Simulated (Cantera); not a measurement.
Feed: 1 mol C₂F₆, 0.33 mol H₂, 0.14 mol F₂, at 2898 K.

Equilibrium computed with Cantera from the NASA thermochemical tables; the gas is ideal and each condensed phase is pure. Candidate condensed phases: C, C₆H₆, C₇H₈, C₈H₁₈; 95 gas species. The feed counts by its element totals alone. The tables' values for C₂F₄ are old estimates; treat these amounts as uncertain. Gases not in the tables: C₂F₆ and larger saturated fluorocarbons. Rates play no part.

Question: At 750 Torr, list the 5 most abundant gas species with their mole fractions, and the condensed phases.

Answer: CF₂ 0.424, F 0.258, HF 0.184, CF₄ 0.0912, CF₃ 0.0274. Condensed: gas only.
